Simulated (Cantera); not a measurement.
A perfectly stirred reactor is fed with 2.80 % CH4, 1.35 % H2, 9.25 % O2, 86.6 % N2, at 1.97 atm; it is adiabatic with a 700 K inlet, and is followed from long to short residence time, starting on the burning branch (τ in s: 0.22, 0.1, 0.049, 0.023, 0.011, 0.0052, 0.0025, 0.0012, 0.00055, 0.00026, 0.00012, 5.9e-05).

Detailed kinetics in Cantera: GRI-Mech 3.0 (53 species, 325 reactions).

Predict: blow-out, bracketed by the residence times tried; x(CH4) at τ = 0.220 s; x(H2) at τ = 0.220 s; x(O2) at τ = 0.220 s; x(C2H2) at τ = 0.220 s; x(NO) at τ = 0.220 s; x(CH4) at τ = 2.50 ms; x(H2) at τ = 2.50 ms; x(O2) at τ = 2.50 ms; x(C2H2) at τ = 2.50 ms; x(NO) at τ = 2.50 ms.


| Property | Result |
|---|---|
| blow-out, bracketed by the residence times tried | burning at 1.20 ms, out at 0.550 ms |
| x(CH4) at τ = 0.220 s | 1.22e-5 |
| x(H2) at τ = 0.220 s | 3.33e-5 |
| x(O2) at τ = 0.220 s | 0.0300 |
| x(C2H2) at τ = 0.220 s | 5.90e-9 |
| x(NO) at τ = 0.220 s | 1.91e-6 |
| x(CH4) at τ = 2.50 ms | 0.000276 |
| x(H2) at τ = 2.50 ms | 0.000739 |
| x(O2) at τ = 2.50 ms | 0.0323 |
| x(C2H2) at τ = 2.50 ms | 3.82e-8 |
| x(NO) at τ = 2.50 ms | 1.21e-6 |
